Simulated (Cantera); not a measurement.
**Adiabatic ignition**

An adiabatic, constant-pressure homogeneous reactor starts with CH4 : C2H6 : C3H8 : O2 : N2 = 1 : 0.29 : 0.42 : 7.52 : 28.3 (molar parts), equivalence ratio 0.68, at 1050 K and 0.701 atm.

Cantera simulation using GRI-Mech 3.0 (53 species, 325 reactions); the numbers are that mechanism's predictions, not measurements. GRI-Mech 3.0 was tuned for natural gas; its chemistry of propane as a main component is partial and can be far from experiment.

```json
[
 {"t (s)": "3.00e-6", "T (K)": "1050", "x CH4": "0.0266", "x C2H6": "0.00773", "x C3H8": "0.0112", "x NO2": "<1e-12", "x CH2O": "<1e-12"},
 {"t (s)": "7.98e-6", "T (K)": "1050", "x CH4": "0.0266", "x C2H6": "0.00773", "x C3H8": "0.0112", "x NO2": "<1e-12", "x CH2O": "4.24e-12"},
 {"t (s)": "2.12e-5", "T (K)": "1050", "x CH4": "0.0266", "x C2H6": "0.00773", "x C3H8": "0.0112", "x NO2": "<1e-12", "x CH2O": "3.10e-11"},
 {"t (s)": "5.64e-5", "T (K)": "1050", "x CH4": "0.0266", "x C2H6": "0.00773", "x C3H8": "0.0112", "x NO2": "<1e-12", "x CH2O": "2.25e-10"},
 {"t (s)": "0.000150", "T (K)": "1050", "x CH4": "0.0266", "x C2H6": "0.00773", "x C3H8": "0.0112", "x NO2": "<1e-12", "x CH2O": "1.64e-9"},
 {"t (s)": "0.000399", "T (K)": "1050", "x CH4": "0.0266", "x C2H6": "0.00773", "x C3H8": "0.0112", "x NO2": "<1e-12", "x CH2O": "1.24e-8"},
 {"t (s)": "0.00106", "T (K)": "1050", "x CH4": "0.0266", "x C2H6": "0.00773", "x C3H8": "0.0112", "x NO2": "<1e-12", "x CH2O": "1.02e-7"},
 {"t (s)": "0.00282", "T (K)": "1050", "x CH4": "0.0266", "x C2H6": "0.00773", "x C3H8": "0.0112", "x NO2": "<1e-12", "x CH2O": "1.05e-6"},
 {"t (s)": "0.00751", "T (K)": "1050", "x CH4": "0.0266", "x C2H6": "0.00771", "x C3H8": "0.0112", "x NO2": "<1e-12", "x CH2O": "1.63e-5"},
 {"t (s)": "0.0200", "T (K)": "1052", "x CH4": "0.0266", "x C2H6": "0.00752", "x C3H8": "0.0108", "x NO2": "<1e-12", "x CH2O": "0.000306"},
 {"t (s)": "0.0531", "T (K)": "2354", "x CH4": "<1e-12", "x C2H6": "<1e-12", "x C3H8": "<1e-12", "x NO2": "8.71e-7", "x CH2O": "2.30e-12"},
 {"t (s)": "0.141", "T (K)": "2346", "x CH4": "<1e-12", "x C2H6": "<1e-12", "x C3H8": "<1e-12", "x NO2": "3.48e-6", "x CH2O": "2.19e-12"},
 {"t (s)": "0.376", "T (K)": "2343", "x CH4": "<1e-12", "x C2H6": "<1e-12", "x C3H8": "<1e-12", "x NO2": "4.15e-6", "x CH2O": "2.16e-12"},
 {"t (s)": "1.00", "T (K)": "2343", "x CH4": "<1e-12", "x C2H6": "<1e-12", "x C3H8": "<1e-12", "x NO2": "4.16e-6", "x CH2O": "2.15e-12"}
]
```
x: mole fraction; the columns are a selection and need not sum to one.

```json
{
  "time_of_steepest_temperature_rise": "38.8 ms",
  "temperature at 1.00 s": "2343 K",
  "equilibrium_temperature": "2343 K",
  "x(CH4) at 1.00 s": "<1e-12 (gas-phase equilibrium <1e-12)",
  "x(C2H6) at 1.00 s": "<1e-12 (gas-phase equilibrium <1e-12)",
  "x(C3H8) at 1.00 s": "<1e-12 (gas-phase equilibrium <1e-12)"
}
```
